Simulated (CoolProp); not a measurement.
Vapour-liquid equilibrium of ethane (1) + n-butane (2) at 0.0348 MPa; x and y are mole fractions of (1).

Model: multi-fluid Helmholtz-energy mixture model, Bücker 2006 and Bücker 2006; pair parameters Kunz 2012, in CoolProp.

| x | bubble temperature (K) | y at the bubble point | dew temperature at overall composition x (K) | liquid density (mol/L) |
|---|---|---|---|---|
| 0.05 | 223.5 | 0.733 | 246.4 | 11.41 |
| 0.2 | 194.7 | ? | ? | ? |
| 0.35 | 183.7 | 0.991 | 238.9 | 13.63 |
| 0.5 | 177.4 | 0.996 | 234.1 | 14.66 |
| 0.65 | ? | 0.998 | 227.9 | 15.76 |
| 0.8 | 170.1 | 0.999 | ? | 16.97 |
| 0.95 | 167.6 | 1.000 | 200.4 | 18.32 |

Q: Complete the blanks.

A: 
- 0.2, y at the bubble point: 0.970
- 0.2, dew temperature at overall composition x (K): 243.0
- 0.2, liquid density (mol/L): 12.62
- 0.65, bubble temperature (K): 173.2
- 0.8, dew temperature at overall composition x (K): 219.0

No azeotrope shows between x = 0.05 and 0.95.

Pair parameters are fitted to limited data, so mixtures are less certain than the pure fluids. The gap from Raoult's law changes sign with composition, which may be real or a fault of the pair parameters; it wasn't checked against measurements.
